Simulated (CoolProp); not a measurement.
Vapour-liquid equilibrium of ethylene (1) + n-butane (2) at 0.0215 MPa; x and y are mole fractions of (1).

Computed with CoolProp (multi-fluid Helmholtz-energy mixture model, Smukala 2000 and Bücker 2006; pair parameters Bell 2016).

**Question.** Give the bubble temperature and the first vapour's composition at x = 0.45, 0.55, 0.65. Is there an azeotrope?

**Answer.** x = 0.45: -114.1 °C, y = 0.999; x = 0.55: -116.9 °C, y = 0.999; x = 0.65: -119.5 °C, y = 1.000. No azeotrope shows between x = 0.05 and 0.95.

Pair parameters are fitted to limited data, so mixtures are less certain than the pure fluids. The gap from Raoult's law changes sign with composition, which may be real or a fault of the pair parameters; it wasn't checked against measurements.
